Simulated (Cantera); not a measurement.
Input (Python, Cantera):

```python
import numpy as np
import cantera as ct

gas = ct.Solution("gri30.yaml")
gas.TPX = 1150, 69000, {'N2O': 1}
reactor = ct.IdealGasConstPressureReactor(gas, energy="off", clone=False)
net = ct.ReactorNet([reactor])
net.rtol, net.atol = 1e-08, 1e-18
show = ['N2O', 'NO', 'O2', 'NO2', 'N2', 'O']
times = np.geomspace(8e-05, 10, 15)

steps = ct.SolutionArray(gas, extra=["t"])
rows = []
print(f"{'t/s':>10s}{'T/K':>9s}{'P/Pa':>11s}" + "".join(f"{s:>11s}" for s in show))
for t in times:
    while net.time < t:
        t_next = net.step()
        steps.append(gas.state, t=t_next)
    rows.append([np.interp(t, steps.t, y) for y in (steps.T, steps.P, *steps(*show).X.T)])
    print(f"{t:10.3e}{rows[-1][0]:9.1f}{rows[-1][1]:11.4g}" + "".join(f"{x:11.3e}" for x in rows[-1][2:]))
rate = np.gradient(steps.T, steps.t)
print("integrator steps:", len(steps.t))
if steps.T.max() > steps.T[0] + 200:
    print(f"time of steepest temperature rise: {steps.t[rate.argmax()]:.4e} s")
gas.TPX = 1150, 69000, {'N2O': 1}
gas.equilibrate("TP")
print(f"equilibrium (TP): T = {gas.T:.1f} K  " + "  ".join(f"{s} {gas[s].X[0]:.3e}" for s in show))
```

It prints:

```
       t/s      T/K       P/Pa        N2O         NO         O2        NO2         N2          O
 8.000e-05   1150.0    6.9e+04  1.000e+00  9.050e-07  4.836e-06  6.548e-12  1.090e-05  7.774e-07
 1.850e-04   1150.0    6.9e+04  1.000e+00  2.267e-06  1.211e-05  4.112e-11  2.614e-05  7.777e-07
 4.278e-04   1150.0    6.9e+04  9.999e-01  5.417e-06  2.895e-05  2.343e-10  6.138e-05  7.777e-07
 9.892e-04   1150.0    6.9e+04  9.998e-01  1.270e-05  6.786e-05  1.281e-09  1.429e-04  7.777e-07
 2.287e-03   1150.0    6.9e+04  9.995e-01  2.953e-05  1.578e-04  6.872e-09  3.312e-04  7.777e-07
 5.290e-03   1150.0    6.9e+04  9.988e-01  6.841e-05  3.657e-04  3.595e-08  7.664e-04  7.776e-07
 1.223e-02   1150.0    6.9e+04  9.972e-01  1.581e-04  8.456e-04  1.821e-07  1.771e-03  7.773e-07
 2.828e-02   1150.0    6.9e+04  9.936e-01  3.642e-04  1.951e-03  8.611e-07  4.086e-03  7.767e-07
 6.540e-02   1150.0    6.9e+04  9.853e-01  8.354e-04  4.484e-03  3.562e-06  9.393e-03  7.750e-07
 1.512e-01   1150.0    6.9e+04  9.664e-01  1.898e-03  1.022e-02  1.191e-05  2.142e-02  7.705e-07
 3.497e-01   1150.0    6.9e+04  9.249e-01  4.231e-03  2.290e-02  3.188e-05  4.796e-02  7.598e-07
 8.087e-01   1150.0    6.9e+04  8.383e-01  9.031e-03  4.932e-02  7.330e-05  1.033e-01  7.355e-07
 1.870e+00   1150.0    6.9e+04  6.783e-01  1.765e-02  9.828e-02  1.481e-04  2.056e-01  6.819e-07
 4.324e+00   1150.0    6.9e+04  4.422e-01  2.946e-02  1.710e-01  2.520e-04  3.571e-01  5.711e-07
 1.000e+01   1150.0    6.9e+04  2.001e-01  3.935e-02  2.467e-01  3.431e-04  5.136e-01  3.759e-07
integrator steps: 709
equilibrium (TP): T = 1150.0 K  N2O 8.460e-09  NO 1.530e-04  O2 3.333e-01  NO2 3.465e-06  N2 6.666e-01  O 5.814e-09
```

Computed with Cantera and GRI-Mech 3.0 (53 species, 325 reactions). GRI-Mech 3.0 was tuned for natural gas; its chemistry of N2O as a main component is partial and can be far from experiment. The mechanism lacks the step 2 NO + O2 → 2 NO2, which can matter for NO2 below about 1400 K. The temperature is held fixed by assumption; the heat of reaction is taken as removed at once.
